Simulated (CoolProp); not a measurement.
Values from CoolProp's reference Helmholtz-energy equation of state, Bücker 2006.

Q: For isobutane, give the phase and the density (kg/m³), cp (kJ/(kg K)), viscosity (µPa s), Prandtl number at -150.35 °C and 111 bar; -10.55 °C and 111 bar; 129.35 °C and 111 bar.

A: 
- -150.35 °C and 111 bar: liquid; density 736, cp 1.71, viscosity 5900, Prandtl number 63.8
- -10.55 °C and 111 bar: liquid; density 606, cp 2.18, viscosity 257, Prandtl number 5.13
- 129.35 °C and 111 bar: liquid; density 442, cp 2.98, viscosity 74.0, Prandtl number 3.09

Viscosity comes from a separate model (Vogel 2000). Thermal conductivity comes from a separate model (Perkins 2002).
